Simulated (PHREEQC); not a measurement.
Consider water at 25 °C with 0.0056 mol H3PO4 and 0.0061 mol K2HPO4 per kg of water. Closed to the air; pH follows from the charge balance.

Model: ion-association model, wateq4f.dat, run in PHREEQC.

```csv
quantity,before,after
pH,5.71,2.21
ionic strength (mol/kgw),0.0127,0.0191
HPO4-2 (mol/kgw),0.000498,2.88e-7
KHPO4- (mol/kgw),7.52e-6,4.00e-9
```

Q: What was changed between the two runs?
(A) 0.00019 mol/kgw Cs2SO4 added
(B) temperature from 25 to 45 °C
(C) H3PO4 from 0.0056 to 0.028 mol/kgw
(D) H3PO4 left out

A: C, H3PO4 from 0.0056 to 0.028 mol/kgw

This is a speciation only: nothing precipitates in the calculation. H3PO4, which wateq4f.dat lacks, is added to it with the constant of phreeqc.dat.
